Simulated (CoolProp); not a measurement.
Tetrahydrofuran along the isobar 5 MPa: fugacity coefficient from the reference equation and from simpler models built on Tc = 540.2 K, pc = 5.304 MPa, ω = 0.234; each cubic takes its own stable root.

Values from CoolProp's reference Helmholtz-energy equation of state, Fiedler 2023.

```
T (K)   phase  reference
-----  ------  ---------
231.1  liquid   9.758e-5
250.5  liquid  0.0003966
269.9  liquid   0.001273
289.3  liquid   0.003398
308.7  liquid   0.007822
328.2  liquid    0.01603
347.6  liquid    0.02967
367    liquid    0.05061
386.4  liquid    0.08063
405.8  liquid     0.1212
425.2  liquid     0.1734
444.7  liquid     0.2380
```

Task: How far does each simpler model (van der Waals, Peng-Robinson) lie from the reference over these 12 states: mean and median of the absolute difference, and the worst?

Result: 
- van der Waals: mean 2148.8 %, median 506.4 %, worst +12996.9 % at 231.1 K and 5 MPa
- Peng-Robinson: mean 2.1 %, median 1.0 %, worst +10.2 % at 231.1 K and 5 MPa
